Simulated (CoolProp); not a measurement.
Saturation properties of diethyl ether (Tc = 467.9 K, pc = 37.17 bar, ω = 0.282).

Model: reference Helmholtz-energy equation of state, Thol 2014, in CoolProp.

```json
[
 {"T (K)": "331.2", "p (bar)": "2.187", "liquid density (kg/m³)": "667.7", "enthalpy of vaporisation (kJ/kg)": "336.5", "liquid cp (kJ/(kg K))": "2.460", "surface tension (mN/m)": "12.6"},
 {"T (K)": "336.5", "p (bar)": "2.555", "liquid density (kg/m³)": "660.8", "enthalpy of vaporisation (kJ/kg)": "331.3", "liquid cp (kJ/(kg K))": "2.482", "surface tension (mN/m)": "12.0"},
 {"T (K)": "341.9", "p (bar)": "2.977", "liquid density (kg/m³)": "653.7", "enthalpy of vaporisation (kJ/kg)": "325.9", "liquid cp (kJ/(kg K))": "2.506", "surface tension (mN/m)": "11.4"},
 {"T (K)": "347.3", "p (bar)": "3.450", "liquid density (kg/m³)": "646.5", "enthalpy of vaporisation (kJ/kg)": "320.3", "liquid cp (kJ/(kg K))": "2.531", "surface tension (mN/m)": "10.8"},
 {"T (K)": "352.6", "p (bar)": "3.968", "liquid density (kg/m³)": "639.2", "enthalpy of vaporisation (kJ/kg)": "314.6", "liquid cp (kJ/(kg K))": "2.556", "surface tension (mN/m)": "10.2"},
 {"T (K)": "358", "p (bar)": "4.553", "liquid density (kg/m³)": "631.6", "enthalpy of vaporisation (kJ/kg)": "308.7", "liquid cp (kJ/(kg K))": "2.582", "surface tension (mN/m)": "9.63"},
 {"T (K)": "363.4", "p (bar)": "5.201", "liquid density (kg/m³)": "623.8", "enthalpy of vaporisation (kJ/kg)": "302.6", "liquid cp (kJ/(kg K))": "2.610", "surface tension (mN/m)": "9.03"},
 {"T (K)": "368.7", "p (bar)": "5.902", "liquid density (kg/m³)": "616.0", "enthalpy of vaporisation (kJ/kg)": "296.4", "liquid cp (kJ/(kg K))": "2.639", "surface tension (mN/m)": "8.46"},
 {"T (K)": "374.1", "p (bar)": "6.686", "liquid density (kg/m³)": "607.8", "enthalpy of vaporisation (kJ/kg)": "289.8", "liquid cp (kJ/(kg K))": "2.670", "surface tension (mN/m)": "7.88"},
 {"T (K)": "379.5", "p (bar)": "7.545", "liquid density (kg/m³)": "599.4", "enthalpy of vaporisation (kJ/kg)": "283.0", "liquid cp (kJ/(kg K))": "2.703", "surface tension (mN/m)": "7.31"},
 {"T (K)": "384.9", "p (bar)": "8.484", "liquid density (kg/m³)": "590.7", "enthalpy of vaporisation (kJ/kg)": "275.9", "liquid cp (kJ/(kg K))": "2.739", "surface tension (mN/m)": "6.74"}
]
```

It boils at 307.6 K under 1 atm.

Surface tension comes from a separate correlation (Mulero 2014).
